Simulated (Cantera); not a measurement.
Feed: 1 mol CH2F2, 0.21 mol CH4, equilibrated at 1.33 mbar.

Cantera equilibrium calculation (NASA polynomials, part measured and part estimated; ideal gas, pure solids and liquids). Candidate condensed phases: C, C6H6, C7H8, C8H18; 95 gas species. Rates play no part. All values below are at 3373 K.

Base state: H 0.456, F 0.290, C 0.123, HF 0.0813, C3 0.0211, C2 0.0166, CF 0.00921, H2 0.00144 (mole fractions); condensed: gas only.

Problem. What changes in the equilibrium state with this change: pressure from 1.33 mbar to 13.3 mbar?

Solution. 
| species | before | after |
|---|---|---|
| H | 0.456 | 0.358 |
| HF | 0.0813 | 0.336 |
| F | 0.290 | 0.152 |
| C3 | 0.0211 | 0.0683 |
| C | 0.123 | 0.0393 |
| CF | 0.00921 | 0.0154 |
| C2 | 0.0166 | 0.0169 |
| C2H2 (acetylene) | 4.52e-6 | 0.000283 |
| C2HF | 3.80e-7 | 1.59e-5 |
| C5 | 2.03e-5 | 0.000667 |
| C4 | 2.58e-5 | 0.000265 |
